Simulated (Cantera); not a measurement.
Input (Python, Cantera) and output of one run.

```python
import numpy as np
import cantera as ct

gas_names = [...]  # 49 gases of nasa_gas.yaml made of Cl, F, H, N, Si
cond_names = """
    NH4CL(a) NH4CL(b) Si(cr) Si(L) Si3N4(a)
""".split()


# ... load() reads the species with a 1 bar reference pressure and builds the phases ...
atoms = {
    'SiF4': {'Si': 1, 'F': 4},
    'N2': {'N': 2},
    'H2': {'H': 2},
    'Cl2': {'CL': 2},
}
top_T = {'Si3N4(a)': 2400}  # K; cautious upper limits of use, not melting points


# ... equilibrate(T, P, feed) seeds the gas with the atoms and calls Mixture.equilibrate('TP', solver="vcs", rtol=1e-11, max_steps=5000) ...
results = []
feed = {'SiF4': 1, 'N2': 14, 'H2': 12, 'Cl2': 0.02}  # mol
P = 28000  # Pa
for T in [798, 873, 948, 1023, 1098, 1173, 1248, 1323, 1398, 1473, 1548]:
    mix = equilibrate(T, P, feed)
    results.append((T, P, feed, dict(zip(mix.species_names, mix.species_moles))))

top = {s: max(r[3][s] / sum(r[3][g] for g in gas_names) for r in results) for s in gas_names}
cols = sorted((s for s in top if top[s] > 0.0001), key=lambda s: -top[s])[:9]
seen = [c for c in cond_names if any(r[3].get(c, 0) > 1e-12 for r in results)]
print("log10 of partial pressures in bar; condensed amounts in mol")
print(f"{'T/K':>10s}" + "".join(f"{s[:9]:>10s}" for s in cols + seen))
for T, P, feed, n in results:
    ng = sum(n[g] for g in gas_names)
    print(f"{T:10.4g}" + "".join(f"{np.log10(max(n[s] / ng * P / 1e5, 1e-99)):10.3f}" for s in cols)
          + "".join(f"{n.get(c, 0):10.4g}" for c in seen))
```

It prints:

```
log10 of partial pressures in bar; condensed amounts in mol
       T/K        N2        H2      SiF4        HF      SiF3       HCL     SiHF3      SiF2       NH3  Si3N4(a)
       798    -0.838    -0.906    -1.985    -4.855    -8.815    -3.382    -5.511   -14.889    -4.294 8.748e-05
       873    -0.838    -0.906    -1.985    -4.474    -7.764    -3.382    -5.121   -12.970    -4.598 0.0002088
       948    -0.838    -0.906    -1.986    -4.155    -6.882    -3.382    -4.794   -11.359    -4.856 0.0004322
      1023    -0.838    -0.906    -1.987    -3.884    -6.131    -3.382    -4.515    -9.987    -5.079 0.0007992
      1098    -0.839    -0.907    -1.989    -3.650    -5.484    -3.382    -4.277    -8.806    -5.272  0.001345
      1173    -0.839    -0.907    -1.991    -3.448    -4.922    -3.383    -4.070    -7.779    -5.442  0.002082
      1248    -0.839    -0.907    -1.996    -3.270    -4.430    -3.383    -3.889    -6.879    -5.593  0.002964
      1323    -0.839    -0.908    -2.002    -3.114    -3.997    -3.383    -3.732    -6.085    -5.727  0.003843
      1398    -0.839    -0.909    -2.012    -2.976    -3.615    -3.383    -3.595    -5.380    -5.847  0.004384
      1473    -0.839    -0.910    -2.029    -2.855    -3.279    -3.383    -3.479    -4.752    -5.956  0.003961
      1548    -0.839    -0.911    -2.057    -2.749    -2.985    -3.384    -3.383    -4.194    -6.055  0.001521
```

Method: chemical equilibrium by Gibbs-energy minimisation in Cantera with the NASA 1993 tables (ideal gas, pure condensed phases). N2 is the only nitrogen source here; it is nearly inert below about 1500 K, so the nitride shown seldom forms there in practice. The tables' values for SiF3, SiF2 are old estimates; treat these amounts as uncertain.
